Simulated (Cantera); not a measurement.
Charge: 1 mol Si₃N₄, 0.24 mol CO₂, 200 mol H₂, 0.11 mol O₂, at 2098 K and 0.130 bar.

Equilibrium computed with Cantera from the NASA thermochemical tables; the gas is ideal and each condensed phase is pure. Candidate condensed phases: C, C₆H₆, C₇H₈, C₈H₁₈, H₂O, Si, SiC, SiO₂, Si₂N₂O, Si₃N₄; 151 gas species. Gases not in the tables: Si₂H₆ and higher silanes. Rates play no part.

Base state: H₂ 0.977, N₂ 0.00974, H 0.00844, SiO 0.00244, Si 0.00100, CO 0.000996, SiH 0.000195, SiH₂ 0.000176 (mole fractions); condensed: Si(l).

What changes in the equilibrium state with this change: Si₃N₄ replaced by Si?


| species | before | after |
|---|---|---|
| H₂ | 0.977 | 0.987 |
| H | 0.00844 | 0.00848 |
| SiO | 0.00244 | 0.00234 |
| N₂ | 0.00974 | 0 |
| CO | 0.000996 | 0.00113 |
| HCN | 0.000127 | 0 |
| Si₂C | 3.21e-5 | 3.81e-5 |
| SiH₂ | 0.000176 | 0.000178 |
| SiH | 0.000195 | 0.000196 |
| Si(l), mol | 2.20 | 0.228 |
